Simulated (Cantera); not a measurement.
Feed: 1 mol Fe2O3, 0.069 mol H2S, 0.038 mol H2O, held at 775 °C and 7.50 Torr.

Cantera equilibrium calculation (NASA polynomials, part measured and part estimated; ideal gas, pure solids and liquids). Candidate condensed phases: Fe, FeO, Fe(OH)2, Fe(OH)3, FeS, FeSO4, FeS2, Fe2O3, Fe2(SO4)3, Fe3O4, H2O, H2SO4, S; 22 gas species. Mutual solubility and eutectic melting of coexisting phases are not modelled. Rates play no part.

Base state: H2O 0.608, SO2 0.392 (mole fractions); condensed: Fe2O3(s) + Fe3O4(s).

Question: What changes in the equilibrium state with this change: 1.8 mol O2 added?

Answer: 
| species | before | after |
|---|---|---|
| O2 | 4.52e-8 | 0.906 |
| H2O | 0.608 | 0.0572 |
| SO2 | 0.392 | 0.0335 |
| SO3 | 8.80e-6 | 0.00337 |
| Fe2O3(s), mol | 0.379 | 1.00 |
| Fe3O4(s), mol | 0.414 | 0 |

Question: What changes in the equilibrium state with this change: temperature from 775 °C to 1227 °C?

Answer: 
```
species         before     after
-------------  -------  --------
H2O              0.608     0.447
SO2              0.392     0.288
O2             4.52e-8     0.264
O                <1e-9   2.08e-5
OH             4.73e-8  0.000554
SO3            8.80e-6  0.000553
H2             9.80e-6   1.65e-5
Fe2O3(s), mol    0.379         0
Fe3O4(s), mol    0.414     0.667
```
